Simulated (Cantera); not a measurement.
Charge: 1 mol AlN, 0.22 mol N2, held at 2225 K and 0.133 bar.

Method: chemical equilibrium by Gibbs-energy minimisation in Cantera with the NASA 1993 tables (ideal gas, pure condensed phases). Candidate condensed phases: Al, AlN; 5 gas species. Kinetics and transport are ignored.

Base state: N2 0.980, Al 0.0196 (mole fractions); condensed: AlN(s).

Q: What changes in the equilibrium state with this change: pressure from 0.133 bar to 1 atm?

A: 
| species | before | after |
|---|---|---|
| N2 | 0.980 | 0.999 |
| Al | 0.0196 | 0.000925 |
| AlN(s), mol | 0.996 | 1.000 |
